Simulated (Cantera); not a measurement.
## Hydrocarbon pyrolysis for carbon deposition

An isothermal, constant-pressure homogeneous reactor starts with 1.35 % CH4, 98.6 % N2, at 1373 K and 11000 Pa.

Model: GRI-Mech 3.0 (53 species, 325 reactions), integrated in Cantera. GRI-Mech 3.0 stops at C3 and has no aromatics, soot or wall deposition, so with more carbon than oxygen in the feed, carbon stays in small species such as C2H2 where larger ones or solid carbon would form.

| t (s) | x CH4 | x CH2 | x C2H4 | x C2H | x H2 | x C2H2 |
|---|---|---|---|---|---|---|
| 0.000400 | 0.0135 | <1e-12 | <1e-12 | <1e-12 | 9.43e-9 | <1e-12 |
| 0.00126 | 0.0135 | <1e-12 | <1e-12 | <1e-12 | 3.28e-8 | <1e-12 |
| 0.00400 | 0.0135 | <1e-12 | 1.69e-11 | <1e-12 | 1.07e-7 | <1e-12 |
| 0.0126 | 0.0135 | 1.26e-12 | 5.40e-10 | <1e-12 | 3.41e-7 | <1e-12 |
| 0.0400 | 0.0135 | 1.11e-11 | 1.63e-8 | <1e-12 | 1.11e-6 | 5.51e-11 |
| 0.126 | 0.0135 | 7.14e-11 | 3.89e-7 | <1e-12 | 4.20e-6 | 4.98e-9 |
| 0.400 | 0.0135 | 3.02e-10 | 6.02e-6 | <1e-12 | 2.35e-5 | 3.22e-7 |
| 1.26 | 0.0133 | 8.90e-10 | 6.08e-5 | 1.69e-12 | 0.000193 | 1.50e-5 |
| 4.00 | 0.0125 | 9.95e-10 | 0.000181 | 2.04e-11 | 0.00123 | 0.000280 |
x: mole fraction; the columns are a selection and need not sum to one.

Equilibrium at this temperature and pressure: CH4 3.21e-5, CH2 2.27e-12, C2H4 1.86e-6, C2H 4.27e-11, H2 0.0199, C2H2 0.000751 (gas phase only).
